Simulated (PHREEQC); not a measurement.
Solution (25 °C): 0.032 mol/kgw NaH2PO4 and 0.041 mol/kgw NH3. Closed to the air; pH follows from the charge balance.

Model: ion-association model, phreeqc.dat, run in PHREEQC.

**Question.** The ionic strength comes out as 0.0940 mol/kgw. What activity coefficients do Na+, PO4-3, NaHPO4-, NH4+, OH- get?

**Answer.** Na+ 0.79, PO4-3 0.099, NaHPO4- 0.79, NH4+ 0.75, OH- 0.77.

No solid was allowed to form.
